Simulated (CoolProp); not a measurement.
A simple Rankine cycle with fluoroethane (R161): condensing at 302.15 K, boiler at 4.06 MPa, turbine inlet 404.1 K, turbine efficiency 0.75, pump efficiency 0.8, no recuperator. Each further row changes one setting.

Computed with CoolProp (reference Helmholtz-energy equation of state, Wu 2012).

```json
[
 {"case": "as stated", "thermal efficiency (%)": "10.8", "net work (kJ/kg)": "47.3", "heat in (kJ/kg)": "438", "turbine exit temperature (K)": "339.0", "volume ratio over the turbine": "3.97"},
 {"case": "turbine inlet 424.1 K", "thermal efficiency (%)": "11.0", "net work (kJ/kg)": "53.0", "heat in (kJ/kg)": "480", "turbine exit temperature (K)": "362.1", "volume ratio over the turbine": "3.89"},
 {"case": "condensing temperature 294.15 K", "thermal efficiency (%)": "12.1", "net work (kJ/kg)": "55.1", "heat in (kJ/kg)": "456", "turbine exit temperature (K)": "330.5", "volume ratio over the turbine": "4.90"},
 {"case": "boiler pressure 2.84 MPa", "thermal efficiency (%)": "8.6", "net work (kJ/kg)": "39.8", "heat in (kJ/kg)": "463", "turbine exit temperature (K)": "359.9", "volume ratio over the turbine": "2.70"},
 {"case": "turbine efficiency 0.65", "thermal efficiency (%)": "9.2", "net work (kJ/kg)": "40.3", "heat in (kJ/kg)": "438", "turbine exit temperature (K)": "343.5", "volume ratio over the turbine": "4.05"}
]
```
